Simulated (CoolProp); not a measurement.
Model: reference Helmholtz-energy equation of state, Akasaka 2019, in CoolProp.

Q: For R1234ze(Z), give the phase and the cp (kJ/(kg K)), cv (kJ/(kg K)), Joule-Thomson coefficient (K/MPa) at 352.9 K and 1.01 bar.

A: 
- 352.9 K and 1.01 bar: gas; cp 0.942, cv 0.860, Joule-Thomson coefficient 21.2
